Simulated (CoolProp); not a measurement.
Nitrous oxide along the isobar 2.38 MPa: density (kg/m³) from the reference equation and from simpler models built on Tc = 36.4 °C, pc = 7.245 MPa, ω = 0.161; each cubic takes its own stable root.

Values from CoolProp's reference Helmholtz-energy equation of state, Lemmon 2006. It is a short technical equation, of lower accuracy than the large ones.

| T (°C) | phase | reference | van der Waals | Redlich-Kwong | Soave-Redlich-Kwong |
|---|---|---|---|---|---|
| -50.05 | liquid | 1114 | 697.7 | 1008 | 1032 |
| -40.75 | liquid | 1082 | 676.2 | 972.5 | 997.5 |
| -31.45 | liquid | 1047 | 66.72 | 933.5 | 959.8 |
| -22.15 | liquid | 1010 | 62.32 | 890.1 | 917.6 |
| -12.85 | liquid | 968.6 | 58.63 | 62.13 | 869.3 |
| -3.55 | gas | 59.34 | 55.47 | 58.00 | 58.59 |
| 5.75 | gas | 55.36 | 52.71 | 54.58 | 54.95 |
| 15.05 | gas | 52.14 | 50.27 | 51.67 | 51.89 |
| 24.35 | gas | 49.42 | 48.09 | 49.15 | 49.25 |

At some of these states van der Waals, Redlich-Kwong gives the other phase, because its saturation line lies elsewhere.
